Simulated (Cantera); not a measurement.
Feed: 1 mol B, 0.019 mol H2O, 0.14 mol N2, held at 873.15 K and 1 atm.

These are equilibrium values from Cantera (NASA tables, ideal gas, pure condensed phases), not measurements of a reactor. Candidate condensed phases: B, BN, B2O3, B3O3H3, H2O; 39 gas species. N2 is the only nitrogen source here; it is nearly inert below about 1500 K, so the nitride shown seldom forms there in practice. Equilibrium is a limit: real reactors are often held back by kinetics, nucleation or transport.

Base state: H2 0.995, B3O3H3 0.00503 (mole fractions); condensed: B(s) + BN(s) + B2O3(l).

Problem. What changes in the equilibrium state with this change: B replaced by Al2O3?

Solution. 
| species | before | after |
|---|---|---|
| N2 | <1e-9 | 0.881 |
| H2O | 1.16e-9 | 0.119 |
| H2 | 0.995 | 3.57e-9 |
| B3O3H3 | 0.00503 | 0 |
| B(s), mol | 0.707 | 0 |
| BN(s), mol | 0.280 | 0 |
| B2O3(l), mol | 0.00624 | 0 |
| Al2O3(s), mol | 0 | 1.00 |
Further candidate phases: Al, AlN, Al2O3.
